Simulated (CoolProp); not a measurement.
Vapour-liquid equilibrium of R1234yf (1) + R1234ze(E) (2) at -57.25 °C; x and y are mole fractions of (1).

Computed with CoolProp (multi-fluid Helmholtz-energy mixture model, Lemmon 2022 and Thol 2016; pair parameters Bell 2022).

```tsv
x	bubble pressure (MPa)	y at the bubble point	dew pressure at overall composition x (MPa)	liquid density (mol/L)
0.05	0.01404	0.095	0.01371	12.20
0.2	0.01591	0.323	0.01485	12.13
0.35	0.01765	0.500	0.01616	12.06
0.5	0.01931	0.644	0.01765	11.98
0.65	0.02095	0.768	0.01938	11.91
0.8	0.02258	0.876	0.02141	11.83
0.95	0.02423	0.971	0.02384	11.76
```

No azeotrope shows between x = 0.05 and 0.95.

Pair parameters are fitted to limited data, so mixtures are less certain than the pure fluids.
